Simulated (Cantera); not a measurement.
An isothermal, constant-pressure homogeneous reactor starts with H₂ : O₂ = 0.12 : 1 (molar parts), equivalence ratio 0.060, at 1473 K and 430 Pa.

Model: the H2/O2 subset of GRI-Mech 3.0, which has no nitrogen chemistry, integrated in Cantera. Radical loss at walls, strong at low pressure, is not modelled. The temperature is held fixed by assumption; the heat of reaction is taken as removed at once.

Question: Predict: x(H₂) at 3.00 s; x(O₂) at 3.00 s; x(OH) at 3.00 s; x(H₂O) at 3.00 s; x(HO₂) at 3.00 s; x(O) at 3.00 s.

Answer: 
| Item | Result |
|---|---|
| x(H₂) at 3.00 s | 0.000119 (gas-phase equilibrium 2.41e-6) |
| x(O₂) at 3.00 s | 0.884 (gas-phase equilibrium 0.887) |
| x(OH) at 3.00 s | 0.00258 (gas-phase equilibrium 0.000368) |
| x(H₂O) at 3.00 s | 0.112 (gas-phase equilibrium 0.113) |
| x(HO₂) at 3.00 s | 2.09e-7 (gas-phase equilibrium 1.28e-7) |
| x(O) at 3.00 s | 0.00201 (gas-phase equilibrium 4.03e-5) |
